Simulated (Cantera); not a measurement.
An isothermal plug-flow reactor at 500 K and 400000 Pa (inlet), inlet velocity 0.52 m/s, active area per volume 1700 1/m; feed H2 : O2 : N2 : H2O = 0.007 : 0.15 : 0.79 : 0.036 (molar parts), equivalence ratio 0.023.

Model: Deutschmann's 1995 Pt surface mechanism with GRI-Mech 3.0 gas chemistry, integrated in Cantera. Catalytic surfaces can have several steady states; this one follows from the mechanism file's or the stated starting coverage. Mass transfer to the wall is taken as infinitely fast.

Task: What does this change do: H2O 0.036 to 0.013 parts?

Result: 
| quantity | before | after |
|---|---|---|
| x(H2) at z = 0.07 m | 1.64e-5 | 1.68e-5 |
| x(O2) at z = 0.07 m | 0.150 | 0.153 |
| x(H2O) at z = 0.07 m | 0.0439 | 0.0209 |
| θ(O*) at the exit | 0.993 | 0.995 |
| θ(OH*) at the exit | 0.00679 | 0.00469 |

Task: What does this change do: temperature 500 to 475 K?

Result: 
```json
[
 {"quantity": "x(H2) at z = 0.07 m", "before": "1.64e-5", "after": "1.74e-5"},
 {"quantity": "x(O2) at z = 0.07 m", "before": "0.150", "after": "0.150"},
 {"quantity": "x(H2O) at z = 0.07 m", "before": "0.0439", "after": "0.0439"},
 {"quantity": "θ(O*) at the exit", "before": "0.993", "after": "0.990"},
 {"quantity": "θ(OH*) at the exit", "before": "0.00679", "after": "0.00963"}
]
```
